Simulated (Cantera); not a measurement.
An isothermal, constant-pressure homogeneous reactor starts with CH₄ : CO₂ = 1 : 2 (molar parts), at 2075 K and 71000 Pa.

Detailed kinetics in Cantera: GRI-Mech 3.0 (53 species, 325 reactions).

x: mole fraction; the columns are a selection and need not sum to one.

```csv
t (s),x CH₄,x CO₂,x H,x C₂H₆,x O₂
2.00e-5,0.299,0.655,0.000181,0.000641,1.65e-10
7.97e-5,0.155,0.557,0.000724,0.000504,4.30e-9
0.000317,0.0436,0.372,0.000935,5.46e-5,3.00e-8
0.00126,0.00699,0.173,0.00110,4.22e-6,2.13e-7
0.00503,(withheld),(withheld),(withheld),(withheld),(withheld)
0.0200,0.000868,0.0624,0.00150,3.27e-8,9.31e-8
0.0798,3.17e-9,0.0600,0.00162,<1e-12,1.03e-7
0.318,9.21e-10,0.0600,0.00162,<1e-12,1.03e-7
1.27,9.21e-10,0.0600,0.00162,<1e-12,1.03e-7
5.04,9.21e-10,0.0600,0.00162,<1e-12,1.03e-7
20.1,9.21e-10,0.0600,0.00162,<1e-12,1.03e-7
80.0,9.21e-10,0.0600,0.00162,<1e-12,1.03e-7
```

What belongs in the gaps?


- 0.00503, x CH₄: 0.00454
- 0.00503, x CO₂: 0.0953
- 0.00503, x H: 0.00136
- 0.00503, x C₂H₆: 1.19e-6
- 0.00503, x O₂: 1.37e-7
